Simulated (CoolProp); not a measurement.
R1336mzz(E) at 298.15 K and 4.22 MPa is throttled through a valve to 2.38 MPa with no heat exchange. Each further row changes one setting.

The numbers come from the reference Helmholtz-energy equation of state, Akasaka 2023 in CoolProp.

```
case                       temperature change (K)  final density (kg/m³)
-------------------------  ----------------------  ---------------------
as stated                                     ___                   1330
outlet pressure 0.714 MPa                     ___                   1330
outlet pressure 3.09 MPa                      ___                    ___
```

What belongs in the gaps?


- as stated, temperature change (K): +0.4
- outlet pressure 0.714 MPa, temperature change (K): +0.7
- outlet pressure 3.09 MPa, temperature change (K): +0.3
- outlet pressure 3.09 MPa, final density (kg/m³): 1340
